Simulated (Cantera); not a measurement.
An adiabatic, constant-volume homogeneous reactor starts with CO : H2 : CH4 : O2 : N2 = 1 : 0.1 : 0.54 : 2.63 : 9.89 (molar parts), at 1123 K and 5.82 atm.

Cantera simulation using GRI-Mech 3.0 (53 species, 325 reactions); the numbers are that mechanism's predictions, not measurements.

Question: Predict: time of steepest temperature rise; temperature at 0.500 s; equilibrium temperature; x(CO) at 0.500 s; x(H2) at 0.500 s; x(HCO) at 0.500 s; x(H2O2) at 0.500 s; x(CO2) at 0.500 s.

Answer: 
```json
{
 "time_of_steepest_temperature_rise": "2.57 ms",
 "temperature at 0.500 s": "2654 K",
 "equilibrium_temperature": "2654 K",
 "x(CO) at 0.500 s": "0.00871 (gas-phase equilibrium 0.00871)",
 "x(H2) at 0.500 s": "0.00103 (gas-phase equilibrium 0.00103)",
 "x(HCO) at 0.500 s": "5.64e-9 (gas-phase equilibrium 5.64e-9)",
 "x(H2O2) at 0.500 s": "7.39e-7 (gas-phase equilibrium 7.39e-7)",
 "x(CO2) at 0.500 s": "0.104 (gas-phase equilibrium 0.104)"
}
```
